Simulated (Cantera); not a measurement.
## CH3OH + O2 + N2 + NH3 (carbon deposition, reforming and gasification)

Input: 1 mol CH3OH, 0.016 mol O2, 6.8 mol N2, 0.12 mol NH3, at 1.33 mbar.

Equilibrium computed with Cantera from the NASA thermochemical tables; the gas is ideal and each condensed phase is pure. Candidate condensed phases: C, C6H6, C7H8, C8H18, H2O; 136 gas species. Kinetics and transport are ignored.

From 1698 K to 2598 K nothing is condensed. The main C-bearing gas is CO throughout.

```tsv
T (K)	x N2	x H	x H2	x CO
1698	0.683	0.00183	0.213	0.0991
1848	0.681	0.00666	0.210	0.0989
1998	0.677	0.0198	0.202	0.0983
2148	0.666	0.0490	0.185	0.0969
2298	0.648	0.102	0.152	0.0942
2448	0.622	0.178	0.107	0.0904
2598	0.595	0.256	0.0602	0.0866
```
x: gas mole fraction; nothing condenses.
